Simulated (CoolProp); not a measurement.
Model: reference Helmholtz-energy equation of state, McLinden 2015, in CoolProp.

Question: Give the vapour pressure (kPa), liquid density (kg/m³), vapour density (kg/m³) of saturated the fluoroketone C6F12O (FK-5-1-12) at 225.6, 306.1 K.

Answer: 
| T (K) | p (kPa) | liquid density (kg/m³) | vapour density (kg/m³) |
|---|---|---|---|
| 225.6 | 0.511 | 1810 | 0.0861 |
| 306.1 | 55.9 | 1580 | 7.24 |
